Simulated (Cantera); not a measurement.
# Fluorocarbon and chlorocarbon gases: C2F6 + HCl + H2

Charge: 1 mol C2F6, 0.024 mol HCl, 4 mol H2, equilibrated at 2.30 Pa.

Equilibrium computed with Cantera from the NASA thermochemical tables; the gas is ideal and each condensed phase is pure. Candidate condensed phases: C, C6H6, C7H8, C8H18; 118 gas species. The feed counts by its element totals alone. Equilibrium is a limit: real reactors are often held back by kinetics, nucleation or transport.

```csv
T (°C),log p HF,log p H2,log p H,log p HCl,log p Cl,n C(graphite)
825,-4.71,-5.48,-10.35,-7.10,-12.02,2.00
925,-4.71,-5.48,-9.46,-7.10,-11.14,2.00
1025,-4.71,-5.49,-8.71,-7.10,-10.41,2.00
1125,-4.71,-5.49,-8.07,-7.11,-9.77,2.00
1225,-4.71,-5.49,-7.51,-7.11,-9.22,2.00
1325,-4.71,-5.49,-7.02,-7.12,-8.75,2.00
1425,-4.71,-5.50,-6.59,-7.13,-8.33,2.00
1525,-4.71,-5.53,-6.22,-7.17,-7.98,2.00
1625,-4.72,-5.59,-5.90,-7.25,-7.69,2.00
1725,-4.73,-5.70,-5.64,-7.39,-7.47,2.00
```
log p: log10 of the partial pressure in bar; n: condensed amount in mol.

From 825 °C to 1725 °C the condensed part is C(graphite). The main C-bearing gas is CH4 at 825 °C and C2H2 (acetylene) at 1725 °C.
